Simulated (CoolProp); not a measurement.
Vapour-liquid equilibrium of ethylene (1) + isobutane (2) at 0.279 MPa; x and y are mole fractions of (1).

The numbers come from the multi-fluid Helmholtz-energy mixture model, Smukala 2000 and Bücker 2006; pair parameters Bell 2016 in CoolProp.

| x | bubble temperature, mixture model (K) | bubble temperature, Raoult's law (K) | y, mixture model | y, Raoult's law |
|---|---|---|---|---|
| 0.05 | 272.3 | 264.9 | 0.458 | 0.606 |
| 0.15 | 245.5 | 237.6 | 0.828 | 0.891 |
| 0.25 | 228.9 | 223.2 | 0.931 | 0.955 |
| 0.35 | 218.0 | 214.1 | 0.967 | 0.977 |
| 0.45 | 210.1 | 207.5 | 0.983 | 0.987 |
| 0.55 | 204.2 | 202.5 | 0.991 | 0.993 |
| 0.65 | 199.5 | 198.5 | 0.995 | 0.996 |
| 0.75 | 195.7 | 195.1 | 0.997 | 0.998 |
| 0.85 | 192.6 | 192.3 | 0.999 | 0.999 |
| 0.95 | 190.0 | 189.9 | 1.000 | 1.000 |

The largest gap from Raoult's law is +7.9 K in bubble temperature, at x = 0.15. No azeotrope shows between x = 0.05 and 0.95.

Pair parameters are fitted to limited data, so mixtures are less certain than the pure fluids.
